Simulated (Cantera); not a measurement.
Feed: 1 mol CH₃Cl, 0.23 mol F₂, 2.9 mol H₂, at 0.100 bar.

Equilibrium computed with Cantera from the NASA thermochemical tables; the gas is ideal and each condensed phase is pure. Candidate condensed phases: C, C₆H₆, C₇H₈, C₈H₁₈; 118 gas species. The numbers say what is thermodynamically allowed, not how fast it happens. All values below are at 2300 K.

Base state: H₂ 0.691, HCl 0.187, HF 0.0883, H 0.0254, Cl 0.00496, C₂H₂ (acetylene) 0.00299, CH₄ 1.02e-5 (mole fractions); condensed: C(graphite).

What changes in the equilibrium state with this change: pressure from 0.100 bar to 2.80 mbar?


| species | before | after |
|---|---|---|
| H₂ | 0.691 | 0.595 |
| HCl | 0.187 | 0.153 |
| H | 0.0254 | 0.141 |
| Cl | 0.00496 | 0.0260 |
| HF | 0.0883 | 0.0821 |
| CH₄ | 1.02e-5 | 2.13e-7 |
| F | 3.86e-6 | 2.31e-5 |
| C₂H | 4.97e-6 | 2.75e-5 |
| C₂H₂ (acetylene) | 0.00299 | 0.00257 |
| C(graphite), mol | 0.969 | 0.971 |
